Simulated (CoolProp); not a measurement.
Properties of ammonia at several states (Tc = 405.6 K, pc = 11.36 MPa, ω = 0.256).

Computed with CoolProp (reference Helmholtz-energy equation of state, Gao 2020).

```csv
T (K),p (MPa),phase,Z,cp (kJ/(kg K)),speed of sound (m/s),isothermal compressibility (1/MPa),conductivity (mW/(m K)),Prandtl number
516,3.12,gas,0.9576,2.692,547.3,0.3349,58.0,0.862
263.8,2.75,liquid,0.03271,4.548,1592,0.0009620,592,1.47
516,3.43,gas,?,2.714,546.0,0.3060,?,0.866
223.7,7.44,liquid,0.09673,4.383,1864,0.0006052,729,2.02
263,7.27,liquid,0.08624,?,1621,0.0009160,?,?
```

Question: Fill in the missing entries.

Answer: 
- 516, Z: 0.9533
- 516, conductivity (mW/(m K)): 58.3
- 263, cp (kJ/(kg K)): 4.519
- 263, conductivity (mW/(m K)): 601
- 263, Prandtl number: 1.48

Viscosity comes from a separate model (Fenghour 1995). Thermal conductivity comes from a separate model (Tufeu 1984).
